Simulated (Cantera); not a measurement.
Reactions in the system H-N-O-Zr

Source: NASA polynomial tables (part measured, part estimated), evaluated in Cantera. Values are per mole of reaction as written; species without (g) are pure solids or liquids, kept so even where they would boil at 1 bar. ZrN: taken at fixed stoichiometry.

NH₃(g) + ZrO₂(g) → H(g) + ZrN + H₂O₂(g)

```csv
T (K),ΔH° (kJ),ΔS° (J/K),ΔG° (kJ),log10 K
798,60.5,-54.9,104.4,-6.83
998,65.2,-49.7,114.8,-6.01
1198,69.9,-45.4,124.3,-5.42
1398,74.6,-41.8,133.0,-4.97
1598,79.4,-38.6,141.0,-4.61
1798,84.2,-35.7,148.4,-4.31
1998,89.2,-33.1,155.3,-4.06
2198,94.3,-30.7,161.7,-3.84
```

2 ZrN + 4 OH(g) → N₂(g) + 2 ZrO₂(g) + 4 H(g)

```
T (K)  ΔH° (kJ)  ΔS° (J/K)  ΔG° (kJ)  log10 K
-----  --------  ---------  --------  -------
798       874.7      389.1     564.2   -36.93
998       875.2      389.7     486.3   -25.45
1198      874.7      389.2     408.4   -17.81
1398      873.1      388.0     330.7   -12.36
1598      870.6      386.3     253.2    -8.28
1798      867.0      384.2     176.2    -5.12
1998      862.5      381.9      99.6    -2.60
2198      857.1      379.3      23.4    -0.56
```
